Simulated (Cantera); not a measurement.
Feed: 1 mol B2H6, 1.5 mol H2O, 4.2 mol H2, held at 10000 Pa.

These are equilibrium values from Cantera (NASA tables, ideal gas, pure condensed phases), not measurements of a reactor. Candidate condensed phases: B, B2O3, B3O3H3, H2O; 23 gas species. The feed counts by its element totals alone. The tables' values for BH2 are old estimates; treat these amounts as uncertain. The numbers say what is thermodynamically allowed, not how fast it happens.

Problem. At 1752 °C, list the 6 most abundant gas species with their mole fractions, and the condensed phases.

Solution. H2 0.865, HBO 0.0920, B2O2 0.0257, BO 0.00853, H 0.00566, B2O3 0.00141. Condensed: B(s).
